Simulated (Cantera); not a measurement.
Charge: 1 mol SiCl₄, 1.3 mol H₂, held at 750 Torr.

Method: chemical equilibrium by Gibbs-energy minimisation in Cantera with the NASA 1993 tables (ideal gas, pure condensed phases). Candidate condensed phases: Si; 19 gas species. The tables' values for SiCl₃ are old estimates; treat these amounts as uncertain. Rates play no part. All values below are at 802 °C.

Base state: H₂ 0.514, SiCl₄ 0.383, HCl 0.0519, SiHCl₃ 0.0471, SiCl₃ 0.00280, SiH₂Cl₂ 0.000678, SiCl₂ 0.000324 (mole fractions); condensed: gas only.

Problem. What changes in the equilibrium state with this change: SiCl₄ replaced by Si?

Solution. 
```
species       before  after
----------  --------  -----
H₂             0.514  1.000
SiCl₄          0.383      0
HCl           0.0519      0
SiHCl₃        0.0471      0
SiCl₃        0.00280      0
SiH₂Cl₂     0.000678      0
SiCl₂       0.000324      0
Si(s), mol         0  1.000
```
